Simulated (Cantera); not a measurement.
A closed system holds: 1 mol SiCl₄, 0.39 mol H₂, equilibrated at 800 K and 0.110 bar.

Equilibrium computed with Cantera from the NASA thermochemical tables; the gas is ideal and each condensed phase is pure. Candidate condensed phases: Si; 19 gas species. The tables' values for SiCl₃ are old estimates; treat these amounts as uncertain. The numbers say what is thermodynamically allowed, not how fast it happens.

Base state: SiCl₄ 0.706, H₂ 0.267, HCl 0.0131, SiHCl₃ 0.0130, SiCl₃ 5.26e-5, SiH₂Cl₂ 1.94e-5 (mole fractions); condensed: gas only.

What changes in the equilibrium state with this change: SiCl₄ replaced by Si?


```json
[
 {"species": "H₂", "before": "0.267", "after": "1.00"},
 {"species": "SiCl₄", "before": "0.706", "after": "0"},
 {"species": "HCl", "before": "0.0131", "after": "0"},
 {"species": "SiHCl₃", "before": "0.0130", "after": "0"},
 {"species": "SiCl₃", "before": "5.26e-5", "after": "0"},
 {"species": "SiH₂Cl₂", "before": "1.94e-5", "after": "0"},
 {"species": "Si(s), mol", "before": "0", "after": "1.00"}
]
```

What changes in the equilibrium state with this change: 1.1 mol N₂ added?


```
species         before    after
-------------  -------  -------
N₂                   0    0.402
SiCl₄            0.706    0.346
HCl             0.0131    0.196
H₂               0.267   0.0562
SiHCl₃          0.0130  8.98e-5
SiH₂Cl₂        1.94e-5  1.88e-9
SiCl₃          5.26e-5  7.91e-7
Si₃N₄(s), mol        0   0.0413
```
N₂ is the only nitrogen source here; it is nearly inert below about 1500 K, so the nitride shown seldom forms there in practice. Further candidate phases: NH₄Cl, Si₃N₄.

What changes in the equilibrium state with this change: temperature from 800 K to 598.15 K?


| species | before | after |
|---|---|---|
| SiCl₄ | 0.706 | 0.717 |
| H₂ | 0.267 | 0.278 |
| HCl | 0.0131 | 0.00229 |
| SiHCl₃ | 0.0130 | 0.00229 |
| SiCl₃ | 5.26e-5 | 3.89e-8 |
| SiH₂Cl₂ | 1.94e-5 | 3.65e-7 |
